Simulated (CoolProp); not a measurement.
Vapour-liquid equilibrium of propane (1) + R134a (2) at 1260 kPa; x and y are mole fractions of (1).

Model: multi-fluid Helmholtz-energy mixture model, Lemmon 2009 and Tillner-Roth 1994; pair parameters Bell 2016, in CoolProp.

```csv
x,bubble temperature (K),y at the bubble point,dew temperature at overall composition x (K),liquid density (mol/L)
0.05,316.0,0.141,319.5,10.97
0.2,306.4,0.387,313.7,10.98
0.35,302.4,0.499,307.8,10.85
0.5,300.9,0.569,302.4,10.73
0.65,300.5,0.634,300.6,10.69
0.8,301.7,0.725,303.5,10.74
0.95,306.4,0.900,308.0,10.77
```

y crosses x between x = 0.5 and 0.65: the model has an azeotrope there.

Pair parameters are fitted to limited data, so mixtures are less certain than the pure fluids. With so large a gap from Raoult's law the liquid may split in two, which this calculation doesn't test in full.
